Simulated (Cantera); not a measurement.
# Thermodynamics of halide evaporation, hydrolysis and transport, feed SrCl2 + N2

Feed: 1 mol SrCl2, 0.18 mol N2, held at 1.33 mbar.

Equilibrium computed with Cantera from the NASA thermochemical tables; the gas is ideal and each condensed phase is pure. Candidate condensed phases: Sr, SrCl2; 7 gas species. Equilibrium is a limit: real reactors are often held back by kinetics, nucleation or transport.

| T (°C) | x N2 | x SrCl2 | x Cl | x SrCl | x Sr | n SrCl2(s) | n SrCl2(l) |
|---|---|---|---|---|---|---|---|
| 850 | 1.000 | 0.000111 | 1.59e-9 | 1.53e-9 | 1.17e-12 | 1.000 | 0 |
| 925 | 0.999 | 0.000875 | 2.15e-8 | 2.13e-8 | 1.95e-11 | 0 | 1.000 |
| 1000 | 0.995 | 0.00513 | 2.10e-7 | 2.09e-7 | 2.27e-10 | 0 | 0.999 |
| 1075 | 0.976 | 0.0243 | 1.58e-6 | 1.58e-6 | 2.01e-9 | 0 | 0.996 |
| 1150 | 0.904 | 0.0959 | 9.57e-6 | 9.54e-6 | 1.42e-8 | 0 | 0.981 |
| 1225 | 0.675 | 0.325 | 4.80e-5 | 4.78e-5 | 8.21e-8 | 0 | 0.913 |
| 1300 | 0.153 | 0.847 | 0.000192 | 0.000191 | 4.03e-7 | 0 | 0 |
| 1375 | 0.152 | 0.847 | 0.000438 | 0.000434 | 1.71e-6 | 0 | 0 |
| 1450 | 0.152 | 0.846 | 0.000931 | 0.000918 | 6.38e-6 | 0 | 0 |
| 1525 | 0.152 | 0.844 | 0.00186 | 0.00182 | 2.13e-5 | 0 | 0 |
x: gas mole fraction; n: condensed amount in mol.

At 850 °C the condensed part is SrCl2(s). From 925 °C to 1225 °C the condensed part is SrCl2(l). From 1300 °C to 1525 °C nothing is condensed. The main Sr-bearing gas is SrCl2 throughout.
